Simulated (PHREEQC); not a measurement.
## Metal-bearing waste water

Consider water at 25 °C with 0.074 mol/kgw FeSO4, 0.0034 mol/kgw NiCl2, 0.024 mol/kgw HCl and 0.00065 mol/kgw Na2SO4. Closed to the air; pH follows from the charge balance.

The numbers come from PHREEQC with the ion-association model, wateq4f.dat.

```json
{
  "pH": "2.07",
  "ionic_strength": "0.191 mol/kgw",
  "total_alkalinity": "-24.0 meq/kg"
}
```

```json
[
 {"species": "Fe+2", "molality": "0.0454", "activity": "0.0151", "log γ": "-0.479"},
 {"species": "SO4-2", "molality": "0.0340", "activity": "0.0101", "log γ": "-0.527"},
 {"species": "Cl-", "molality": "0.0301", "activity": "0.0216", "log γ": "-0.146"},
 {"species": "FeSO4", "molality": "0.0259", "activity": "0.0271", "log γ": "0.019"},
 {"species": "HSO4-", "molality": "0.0114", "activity": "0.00833", "log γ": "-0.135"},
 {"species": "H+", "molality": "0.0106", "activity": "0.00847", "log γ": "-0.097"},
 {"species": "Ni+2", "molality": "0.00210", "activity": "0.000660", "log γ": "-0.504"},
 {"species": "FeHSO4+", "molality": "0.00202", "activity": "0.00151", "log γ": "-0.126"}
]
```

This is a speciation only: nothing precipitates in the calculation. Complexes and solids missing from the database can't appear.
